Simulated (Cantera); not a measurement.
**Ignition delay**

Mixture: 8.74 % CH4, 4.63 % CO, 18.0 % O2, 67.7 % N2, 0.962 % CO2, at 1.78 atm, adiabatic and at constant pressure. Ignition delay is the time to a rise of 400 K.

Cantera simulation using GRI-Mech 3.0 (53 species, 325 reactions); the numbers are that mechanism's predictions, not measurements.

```
T0 (K)  delay (ms)
------  ----------
1050           473
1125           129
1200          39.6
1275          13.3
1350          4.88
1425          1.94
1500         0.837
1575         0.395
```

```json
{
 "apparent activation energy between 1425 and 1575 K": "200 kJ/mol"
}
```
